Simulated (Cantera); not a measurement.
A closed system holds: 1 mol FeS, 0.29 mol O2, 0.077 mol H2O, at 0.133 bar.

These are equilibrium values from Cantera (NASA tables, ideal gas, pure condensed phases), not measurements of a reactor. Candidate condensed phases: Fe, FeO, Fe(OH)2, Fe(OH)3, FeS, FeSO4, FeS2, Fe2O3, Fe2(SO4)3, Fe3O4, H2O, H2SO4, S; 22 gas species. Metal and sulfide melt together well below either melting point, which pure phases cannot show. Mutual solubility and eutectic melting of coexisting phases are not modelled. The tables' stoichiometric FeO is somewhat more stable than real wüstite, so its field is too wide. FeO, FeS: taken at fixed stoichiometry. Kinetics and transport are ignored.

Q: At 1575 K, list the 5 most abundant gas species with their mole fractions, and the condensed phases.

A: SO2 0.527, H2O 0.233, S2 0.192, H2 0.0212, SO 0.0109. Condensed: FeO(s) + FeS(l).
